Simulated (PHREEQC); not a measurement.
Make-up at 25 °C: 0.0083 mol HF and 5.3e-05 mol NH4HF2 per kg of water. Closed to the air; pH follows from the charge balance.

Computed with PHREEQC (ion-association model, wateq4f.dat).

```yaml
pH: 2.70
ionic_strength: 0.00216 mol/kgw
total_alkalinity: -8.35 meq/kg
```

```
species  molality  activity   log γ
-------  --------  --------  ------
HF        0.00601   0.00602   0.000
F-        0.00211   0.00200  -0.022
H+        0.00210   0.00200  -0.021
H2F2      9.43e-5   9.43e-5   0.000
NH4+      5.30e-5   5.03e-5  -0.022
HF2-      4.86e-5   4.62e-5  -0.022
```

Precipitation was switched off in this run.
